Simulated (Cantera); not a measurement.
An isothermal plug-flow reactor at 773 K and 28000 Pa (inlet), inlet velocity 0.29 m/s, active area per volume 4300 1/m; feed 0.750 % CH₄, 12.1 % O₂, 87.1 % N₂, equivalence ratio 0.12.

Computed with Cantera and Deutschmann's 1995 Pt surface mechanism with GRI-Mech 3.0 gas chemistry. Catalytic surfaces can have several steady states; this one follows from the mechanism file's or the stated starting coverage. Mass transfer to the wall is taken as infinitely fast.

Question: Predict: x(CH₄) at z = 0.0083 m; x(O₂) at z = 0.0083 m; x(H₂O) at z = 0.0083 m; x(CO₂) at z = 0.0083 m; x(CO) at z = 0.0083 m; θ(free Pt) at the exit; θ(O*) at the exit.

Answer: 
```json
{
 "x(CH₄) at z = 0.0083 m": "0.00616",
 "x(O₂) at z = 0.0083 m": "0.119",
 "x(H₂O) at z = 0.0083 m": "0.00269",
 "x(CO₂) at z = 0.0083 m": "0.00134",
 "x(CO) at z = 0.0083 m": "7.81e-7",
 "θ(free Pt) at the exit": "0.0408",
 "θ(O*) at the exit": "0.959"
}
```
